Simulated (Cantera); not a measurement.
Thermodynamics of silicon nitride deposition, feed SiHCl3 + N2 + H2

A closed system holds: 1 mol SiHCl3, 20 mol N2, a varied amount of H2, equilibrated at 2048.15 K and 70.0 mbar.

These are equilibrium values from Cantera (NASA tables, ideal gas, pure condensed phases), not measurements of a reactor. Candidate condensed phases: NH4Cl, Si, Si3N4; 28 gas species. The tables' values for SiCl, SiCl3, SiN are old estimates; treat these amounts as uncertain. Gases not in the tables: Si2H6 and higher silanes. Equilibrium is a limit: real reactors are often held back by kinetics, nucleation or transport.

```json
[
 {"n(H2) (mol)": "3.3", "x N2": "0.788", "x H2": "0.126", "x HCl": "0.0445", "x SiCl2": "0.0357", "n Si(l)": "0.0316"},
 {"n(H2) (mol)": "5.2", "x N2": "0.733", "x H2": "0.183", "x HCl": "0.0488", "x SiCl2": "0.0295", "n Si(l)": "0.129"},
 {"n(H2) (mol)": "8.2", "x N2": "0.660", "x H2": "0.259", "x HCl": "0.0513", "x SiCl2": "0.0230", "n Si(l)": "0.235"},
 {"n(H2) (mol)": "13", "x N2": "0.569", "x H2": "0.356", "x HCl": "0.0510", "x SiCl2": "0.0165", "n Si(l)": "0.345"},
 {"n(H2) (mol)": "21", "x N2": "0.463", "x H2": "0.471", "x HCl": "0.0471", "x SiCl2": "0.0107", "n Si(l)": "0.454"},
 {"n(H2) (mol)": "33", "x N2": "0.362", "x H2": "0.582", "x HCl": "0.0407", "x SiCl2": "0.00643", "n Si(l)": "0.542"},
 {"n(H2) (mol)": "52", "x N2": "0.269", "x H2": "0.686", "x HCl": "0.0327", "x SiCl2": "0.00354", "n Si(l)": "0.607"}
]
```
x: gas mole fraction; n: condensed amount in mol.

From 3.3 mol H2 to 52 mol H2 the condensed part is Si(l). The main Si-bearing gas is SiCl2 throughout. The share of Si in condensed phases is highest at 52 mol H2 (60.7 %) and lowest at 3.3 mol H2 (3.2 %).
